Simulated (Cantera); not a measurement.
Charge: 1 mol SiH₂Cl₂, 0.29 mol NH₃, 3.7 mol N₂, held at 1125 °C and 9000 Pa.

These are equilibrium values from Cantera (NASA tables, ideal gas, pure condensed phases), not measurements of a reactor. Candidate condensed phases: NH₄Cl, Si, Si₃N₄; 28 gas species. The tables' values for SiCl₃ are old estimates; treat these amounts as uncertain. Kinetics and transport are ignored.

Base state: N₂ 0.586, HCl 0.261, H₂ 0.126, SiCl₄ 0.0188, SiCl₃ 0.00395, SiCl₂ 0.00354, SiHCl₃ 0.000636 (mole fractions); condensed: Si₃N₄(s).

Q: What changes in the equilibrium state with this change: NH₃ from 0.29 to 3.8 mol?

A: 
| species | before | after |
|---|---|---|
| H₂ | 0.126 | 0.452 |
| N₂ | 0.586 | 0.391 |
| HCl | 0.261 | 0.156 |
| SiCl₄ | 0.0188 | 0.000240 |
| SiCl₂ | 0.00354 | 0.000457 |
| SiCl₃ | 0.00395 | 0.000160 |
| SiHCl₃ | 0.000636 | 4.90e-5 |
| H | 5.59e-6 | 1.06e-5 |
| Si₃N₄(s), mol | 0.283 | 0.330 |
